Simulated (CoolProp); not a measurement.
Vapour-liquid equilibrium of isopentane (1) + R365MFC (2) at 75.7 kPa; x and y are mole fractions of (1).

The numbers come from the multi-fluid Helmholtz-energy mixture model, Lemmon 2006 and Lemmon 2016; pair parameters Bell 2016 in CoolProp.

| x | bubble temperature, mixture model (K) | bubble temperature, Raoult's law (K) | y, mixture model | y, Raoult's law |
|---|---|---|---|---|
| 0.05 | 300.1 | 304.7 | 0.223 | 0.076 |
| 0.125 | 294.7 | 303.7 | 0.411 | 0.183 |
| 0.2 | 291.6 | 302.6 | 0.511 | 0.283 |
| 0.275 | 289.8 | 301.6 | 0.569 | 0.376 |
| 0.35 | 288.8 | 300.6 | 0.604 | 0.462 |
| 0.425 | 288.2 | 299.6 | 0.626 | 0.543 |
| 0.5 | 287.9 | 298.7 | 0.642 | 0.617 |
| 0.575 | 287.7 | 297.7 | 0.656 | 0.687 |
| 0.65 | 287.6 | 296.8 | 0.670 | 0.751 |
| 0.725 | 287.6 | 295.9 | 0.690 | 0.812 |
| 0.8 | 287.9 | 295.0 | 0.721 | 0.868 |
| 0.875 | 288.6 | 294.2 | 0.774 | 0.920 |
| 0.95 | 290.4 | 293.4 | 0.876 | 0.969 |

The largest gap from Raoult's law is -11.8 K in bubble temperature, at x = 0.35. y crosses x between x = 0.65 and 0.725: the model has an azeotrope there.

Pair parameters are fitted to limited data, so mixtures are less certain than the pure fluids.
